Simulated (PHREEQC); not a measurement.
A column of 0.1 m (40 cells, dispersivity 0.0035 m, 720 s a shift, diffusion coefficient 3e-10 m²/s) holds 0.0017 eq of the database's cation exchanger X per kg of pore water, first in equilibrium with 0.022 mol/kgw KBr and 1e-05 mol/kgw HCl. It is flushed with 0.0011 mol SrCl2 and 1e-05 mol HCl per kg of water, at 25 °C. Values are for the last cell. CO2 from the air is kept out. Nothing may precipitate in this run.

Base run: PHREEQC, ion-association model, phreeqc.dat. Each further column changes one thing. The table gives K in solution (mol/kgw).

```csv
pore volumes,base,exchange capacity from 0.0017 to 0.00085 eq/kgw,dispersivity from 0.0035 to 0.007 m
0,0.0220,0.0220,0.0220
0.3875,0.0220,0.0220,0.0219
0.7625,0.0183,0.0183,0.0163
1.137,0.00751,0.00722,0.00805
1.512,0.00309,0.00148,0.00358
1.887,0.000505,0.000204,0.00113
2.138,0.000119,4.87e-5,0.000501
2.513,1.34e-5,5.18e-6,0.000143
2.888,1.46e-6,5.11e-7,4.02e-5
3.263,1.55e-7,4.82e-8,1.12e-5
3.638,1.60e-8,4.41e-9,3.08e-6
4.013,1.63e-9,3.95e-10,8.49e-7
```
